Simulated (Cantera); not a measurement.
Charge: 1 mol TiO₂, 170 mol H₂, 0.061 mol H₂O, held at 1148.15 K and 0.173 Torr.

Cantera equilibrium calculation (NASA polynomials, part measured and part estimated; ideal gas, pure solids and liquids). Candidate condensed phases: H₂O, Ti, TiO, TiO₂, Ti₂O₃, Ti₃O₅, Ti₄O₇; 12 gas species. Mutual solubility and eutectic melting of coexisting phases are not modelled. Condensed phases not in the tables: Magnéli phases beyond Ti₄O₇. Rates play no part.

Base state: H₂ 0.999, H₂O 0.000580 (mole fractions); condensed: TiO₂(rutile) + Ti₄O₇(s).

What changes in the equilibrium state with this change: temperature from 1148.15 K to 1875 K?


```json
[
 {"species": "H₂", "before": "0.999", "after": "0.955"},
 {"species": "H", "before": "4.74e-6", "after": "0.0422"},
 {"species": "H₂O", "before": "0.000580", "after": "0.00231"},
 {"species": "TiO", "before": "<1e-9", "after": "8.02e-5"},
 {"species": "TiO₂", "before": "<1e-9", "after": "2.21e-5"},
 {"species": "TiO₂(rutile), mol", "before": "0.849", "after": "0"},
 {"species": "Ti₄O₇(s), mol", "before": "0.0377", "after": "0"},
 {"species": "Ti₃O₅(s), mol", "before": "0", "after": "0.327"}
]
```

What changes in the equilibrium state with this change: temperature from 1148.15 K to 1773.15 K?


| species | before | after |
|---|---|---|
| H₂ | 0.999 | 0.979 |
| H | 4.74e-6 | 0.0186 |
| H₂O | 0.000580 | 0.00230 |
| TiO₂(rutile), mol | 0.849 | 0 |
| Ti₄O₇(s), mol | 0.0377 | 0 |
| Ti₃O₅(s), mol | 0 | 0.333 |
